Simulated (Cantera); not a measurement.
Mixture: C₃H₈ : O₂ : N₂ = 1 : 4.55 : 17.1 (molar parts), at 16.0 bar, adiabatic and at constant pressure. Ignition delay is the time to a rise of 400 K.

Cantera simulation using GRI-Mech 3.0 (53 species, 325 reactions); the numbers are that mechanism's predictions, not measurements. GRI-Mech 3.0 was tuned for natural gas; its chemistry of propane as a main component is partial and can be far from experiment. The pressure lies above the range GRI-Mech 3.0 was tuned for (to about 10 atm).

Problem. What does this change do: pressure from 16.0 bar to 1.80 bar?

Solution. 
```tsv
quantity	before	after
delay at 1275 K	0.338 ms	1.15 ms
delay at 1475 K	20.5 µs	70.7 µs
delay at 1675 K	3.28 µs	14.4 µs
delay at 1875 K	1.07 µs	5.78 µs
delay at 2075 K	0.533 µs	3.27 µs
apparent activation energy between 1875 and 2075 K	110 kJ/mol	92 kJ/mol
```
